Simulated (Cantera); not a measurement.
**SiCl4 + HCl + H2 (silicon epitaxy and polysilicon growth)**

Input: 1 mol SiCl4, 0.81 mol HCl, 20 mol H2, held at 6500 Pa.

Equilibrium computed with Cantera from the NASA thermochemical tables; the gas is ideal and each condensed phase is pure. Candidate condensed phases: Si; 19 gas species. The tables' values for SiCl3, SiCl are old estimates; treat these amounts as uncertain. The numbers say what is thermodynamically allowed, not how fast it happens.

From 800 K to 1700 K nothing is condensed. The main Si-bearing gas is SiCl4 at 800 K and SiCl2 at 1700 K.

```tsv
T (K)	log p H2	log p HCl	log p SiCl4	log p SiCl2	log p SiHCl3	log p SiCl3	log p H	log p SiH2Cl2
800	-1.23	-2.61	-2.54	-8.91	-4.20	-6.75	-12.15	-6.95
900	-1.23	-2.58	-2.55	-6.79	-3.74	-5.51	-10.55	-5.95
1000	-1.23	-2.55	-2.59	-5.17	-3.42	-4.57	-9.26	-5.23
1100	-1.23	-2.48	-2.67	-3.97	-3.25	-3.89	-8.20	-4.76
1200	-1.24	-2.35	-2.83	-3.22	-3.28	-3.50	-7.32	-4.62
1300	-1.25	-2.22	-3.15	-2.83	-3.53	-3.38	-6.58	-4.75
1400	-1.26	-2.14	-3.66	-2.66	-3.93	-3.48	-5.94	-5.02
1500	-1.26	-2.11	-4.26	-2.59	-4.40	-3.68	-5.39	-5.33
1600	-1.27	-2.11	-4.85	-2.57	-4.85	-3.91	-4.90	-5.63
1700	-1.27	-2.10	-5.39	-2.56	-5.27	-4.12	-4.46	-5.90
```
log p: log10 of the partial pressure in bar; nothing condenses.
